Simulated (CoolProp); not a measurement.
The fluid at 293.15 K and 0.727 MPa flows at 3.4 m/s in a round tube of 2 mm bore and 45 µm roughness, fully developed (64/Re and Nu = 3.66 if laminar; Colebrook and Gnielinski if turbulent). The same conditions are run with several fluids, on thermodynamics alone (safety and materials aside).

Computed with CoolProp (reference Helmholtz-energy equation of state of each fluid (R142b: Lemmon 2006; R141b: Lemmon 2006; R123: Younglove 1994; R245fa: Akasaka 2015; ethylbenzene: Zhou 2012)).

| fluid | Reynolds number | Darcy friction factor | pressure drop (Pa/m) | heat-transfer coefficient (W/(m² K)) | mass flow (kg/h) |
|---|---|---|---|---|---|
| R142b | 31300 | ? | 169000 | ? | 43.3 |
| R141b | 19500 | 0.0527 | 190000 | 9670 | 47.9 |
| R123 | 22500 | 0.0525 | 224000 | 9700 | 56.8 |
| R245fa | 21800 | 0.0525 | 206000 | ? | 52.1 |
| ethylbenzene | 9060 | 0.0547 | 137000 | 7050 | 33.4 |

Problem. Fill in the missing entries.

Solution. 
- R142b, Darcy friction factor: 0.0520
- R142b, heat-transfer coefficient (W/(m² K)): 12700
- R245fa, heat-transfer coefficient (W/(m² K)): 11300

Transport values come from each fluid's own correlations; those of R142b, R141b, R245fa, ethylbenzene are estimates that may be off by 10 % or more.
